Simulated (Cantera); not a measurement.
A freely propagating, adiabatic, planar premixed flame of H₂ : O₂ : N₂ = 1 : 0.172 : 0.648 (molar parts), equivalence ratio 2.9, unburnt at 450 K and 760 Torr; mixture-averaged transport, grid criteria slope 0.08 and curve 0.16, no radiation.

Computed with Cantera and the H2/O2 subset of GRI-Mech 3.0, which has no nitrogen chemistry. Burning velocities carry a grid error of a few per cent, more on coarse grids.

**Question.** What does this change do: inlet temperature 450 to 550 K?

**Answer.** 
```json
[
 {"quantity": "laminar burning velocity", "before": "466 cm/s", "after": "671 cm/s"},
 {"quantity": "thermal thickness", "before": "0.428 mm", "after": "0.460 mm"},
 {"quantity": "peak x(O)", "before": "0.00139", "after": "0.00170"},
 {"quantity": "peak x(OH)", "before": "0.00118", "after": "0.00145"},
 {"quantity": "peak x(H₂O₂)", "before": "2.66e-5", "after": "1.05e-5"},
 {"quantity": "peak x(HO₂)", "before": "0.000322", "after": "0.000252"}
]
```

**Question.** What does this change do: inlet temperature 450 to 400 K?

**Answer.** 
```
quantity                    before     after
------------------------  --------  --------
laminar burning velocity  466 cm/s  378 cm/s
thermal thickness         0.428 mm  0.409 mm
peak x(O)                  0.00139   0.00124
peak x(OH)                 0.00118   0.00105
peak x(H₂O₂)               2.66e-5   4.01e-5
peak x(HO₂)               0.000322  0.000353
```
